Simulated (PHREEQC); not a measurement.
Dissolve 0.98 mmol/kgw NaBF4 at 17 °C. Closed to the air; pH follows from the charge balance.

All values are PHREEQC results (ion-association model, phreeqc.dat), not measurements.

Precipitation was switched off in this run.

Question: Estimate the pH, ionic strength.

Answer: pH 3.12; ionic strength 0.00176 mol/kgw.

Question: In which forms is F present?

Answer: F- 37 %, HF 34 %, BF4- 23 %, BF3OH- 4.0 %, BF2(OH)2- 2.0 % of the F.

Real BF4- forms and hydrolyses slowly; the run takes it at equilibrium.
